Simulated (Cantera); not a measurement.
An isothermal, constant-pressure homogeneous reactor starts with CO : O2 : H2O : N2 = 0.0037 : 0.042 : 0.0031 : 1 (molar parts), at 1173 K and 7350 Torr. Integrator tolerance rtol = 1e-08.

Detailed kinetics in Cantera: GRI-Mech 3.0 (53 species, 325 reactions).

Question: What does this change do: temperature 1173 to 973 K?

Answer: 
```tsv
quantity	before	after
x(CO) at 10.0 s	5.28e-11 (gas-phase equilibrium 5.29e-11)	0.00129 (gas-phase equilibrium <1e-12)
x(O2) at 10.0 s	0.0383 (gas-phase equilibrium 0.0383)	0.0390 (gas-phase equilibrium 0.0383)
x(H2O) at 10.0 s	0.00296 (gas-phase equilibrium 0.00296)	0.00296 (gas-phase equilibrium 0.00296)
x(CO2) at 10.0 s	0.00353 (gas-phase equilibrium 0.00353)	0.00224 (gas-phase equilibrium 0.00353)
x(H) at 10.0 s	<1e-12 (gas-phase equilibrium <1e-12)	2.44e-11 (gas-phase equilibrium <1e-12)
x(O) at 10.0 s	8.80e-10 (gas-phase equilibrium 8.79e-10)	2.12e-9 (gas-phase equilibrium 4.26e-12)
x(H2) at 10.0 s	3.48e-11 (gas-phase equilibrium 3.48e-11)	1.54e-7 (gas-phase equilibrium <1e-12)
```
